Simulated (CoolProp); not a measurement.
Vapour pressure (MPa) of CHF3 (R23): the reference equation beside estimates from Tc = 26.1 °C, pc = 4.832 MPa, ω = 0.263. Clausius-Clapeyron is anchored at -123.85 °C with a constant enthalpy of vaporisation of 18.96 kJ/mol.

Model: reference Helmholtz-energy equation of state, Penoncello 2003, in CoolProp.

| T (°C) | reference | Lee-Kesler | Clausius-Clapeyron | Redlich-Kwong | Soave-Redlich-Kwong | Peng-Robinson |
|---|---|---|---|---|---|---|
| -137.75 | 0.0008061 | 0.0007124 | 0.0008351 | 0.002432 | 0.0007372 | 0.0008315 |
| -134.25 | 0.001250 | 0.001113 | 0.001276 | 0.003648 | 0.001151 | 0.001282 |
| -130.75 | 0.001891 | 0.001697 | 0.001911 | 0.005335 | 0.001751 | 0.001930 |
| -127.35 | 0.002766 | 0.002500 | 0.002776 | 0.007548 | 0.002575 | 0.002810 |
| -123.85 | 0.004005 | 0.003648 | 0.004005 | 0.01057 | 0.003750 | 0.004054 |
| -120.35 | 0.005685 | 0.005219 | 0.005681 | 0.01450 | 0.005354 | 0.005738 |
| -116.85 | 0.007926 | 0.007330 | 0.007935 | 0.01955 | 0.007502 | 0.007977 |
| -113.35 | 0.01086 | 0.01012 | 0.01092 | 0.02593 | 0.01033 | 0.01091 |
| -109.85 | 0.01466 | 0.01375 | 0.01483 | 0.03386 | 0.01401 | 0.01469 |
| -106.35 | 0.01948 | 0.01841 | 0.01988 | 0.04360 | 0.01871 | 0.01949 |
| -102.95 | 0.02536 | 0.02411 | 0.02612 | 0.05505 | 0.02446 | 0.02534 |
| -99.45 | 0.03285 | 0.03143 | 0.03421 | 0.06915 | 0.03181 | 0.03279 |
| -95.95 | 0.04205 | 0.04047 | 0.04433 | 0.08590 | 0.04088 | 0.04193 |
| -92.45 | 0.05323 | 0.05153 | 0.05688 | 0.1056 | 0.05194 | 0.05304 |

Absolute difference from the reference over all 14 rows, mean and median: Lee-Kesler 7.3 and 7.2 %, Clausius-Clapeyron 2.2 and 1.6 %, Redlich-Kwong 145.6 and 142.7 %, Soave-Redlich-Kwong 5.3 and 5.1 %, Peng-Robinson 1.0 and 0.6 %.
